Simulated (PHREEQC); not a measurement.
A PHREEQC speciation (ion-association model, phreeqc.dat) at 25 °C gives pH 2.41 and these molalities:

```json
[
 {"species": "H+", "mol/kgw": "0.00420"},
 {"species": "SO4-2", "mol/kgw": "0.00207"},
 {"species": "HSO4-", "mol/kgw": "0.000602"},
 {"species": "Fe+2", "mol/kgw": "0.000269"},
 {"species": "FeSO4", "mol/kgw": "4.97e-5"},
 {"species": "FeHSO4+", "mol/kgw": "1.39e-6"}
]
```

**Question.** What are the element totals, and what could have been dissolved in 1 kg of water to give them?

**Answer.** One answer among several that fit: totals Fe(2) 0.000320, S(6) 0.00272 mol/kgw, from 0.0024 mol H2SO4 and 0.00032 mol FeSO4 per kg of water.

No solid was allowed to form. Species that the database lacks are ignored.
